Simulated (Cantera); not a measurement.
Metals in furnace atmospheres: Cu + CO + H2

Feed: 1 mol Cu, 0.14 mol CO, 1.4 mol H2, equilibrated at 3.50 bar.

Cantera equilibrium calculation (NASA polynomials, part measured and part estimated; ideal gas, pure solids and liquids). Candidate condensed phases: C, C6H6, C7H8, C8H18, Cu, CuO, Cu(OH)2, Cu2O, H2O; 113 gas species. Kinetics and transport are ignored.

```tsv
T (K)	x H2	x CO	x CH4	x H2O	n Cu(s)	n Cu(l)
1125	0.873	0.0629	0.0319	0.0299	1.00	0
1200	0.890	0.0761	0.0169	0.0159	1.00	0
1275	0.899	0.0829	0.00917	0.00869	1.00	0
1350	0.903	0.0864	0.00520	0.00496	1.00	0
1425	0.906	0.0882	0.00309	0.00297	0	1.000
1500	0.907	0.0893	0.00193	0.00186	0	1.000
1575	0.908	0.0898	0.00126	0.00122	0	1.000
1650	0.908	0.0902	0.000851	0.000831	0	1.000
1725	0.908	0.0904	0.000594	0.000587	0	1.000
1800	0.908	0.0905	0.000425	0.000428	0	1.000
1875	0.908	0.0906	0.000310	0.000324	0	0.999
1950	0.908	0.0906	0.000229	0.000253	0	0.999
```
x: gas mole fraction; n: condensed amount in mol.

From 1125 K to 1350 K the condensed part is Cu(s). From 1425 K to 1950 K the condensed part is Cu(l).
